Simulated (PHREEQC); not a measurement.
BaCl2 is added in steps, without added water, to 1 kg of water holding 12 mmol/kgw LiOH, 3.7 mmol/kgw CO2 and 61 mmol/kgw K2CO3, at 20 °C. Oxygen alone is held at its pressure in air (log pO2 = -0.68). CO2 from the air is kept out. Only these solids could form: Witherite.

Base run: PHREEQC, ion-association model, wateq4f.dat. Each further column changes one thing. The table gives C in solution (mol/kgw).

| BaCl2 added (mol) | base | database phreeqc.dat | metal-ligand complexes left out | all activity coefficients set to 1 | Debye-Hückel limiting law |
|---|---|---|---|---|---|
| 0 | 0.0647 | 0.0647 | 0.0647 | 0.0647 | 0.0647 |
| 0.04625 | 0.0185 | 0.0185 | 0.0185 | 0.0185 | 0.0185 |
| 0.0925 | 2.29e-6 | 2.34e-6 | 1.11e-6 | 1.35e-6 | 8.71e-6 |
| 0.1388 | 1.73e-6 | 1.74e-6 | 5.80e-7 | 1.28e-6 | 1.07e-5 |
| 0.185 | 1.56e-6 | 1.56e-6 | 4.47e-7 | 1.27e-6 | 1.69e-5 |
| 0.2313 | 1.46e-6 | 1.45e-6 | 3.81e-7 | 1.26e-6 | 2.80e-5 |
| 0.2775 | 1.38e-6 | 1.37e-6 | 3.40e-7 | 1.26e-6 | 4.64e-5 |
| 0.3237 | 1.32e-6 | 1.30e-6 | 3.11e-7 | 1.26e-6 | 7.64e-5 |
| 0.37 | 1.27e-6 | 1.24e-6 | 2.89e-7 | 1.26e-6 | 0.000124 |

The ionic strength passes 0.7 mol/kgw, the rough limit of the ion-association models, in part of: base; database phreeqc.dat; metal-ligand complexes left out; all activity coefficients set to 1; Debye-Hückel limiting law. phreeqc.dat and wateq4f.dat share most of their constants, so their agreement is no independent check. Solids allowed in the column 'database phreeqc.dat': Witherite, Sylvite.
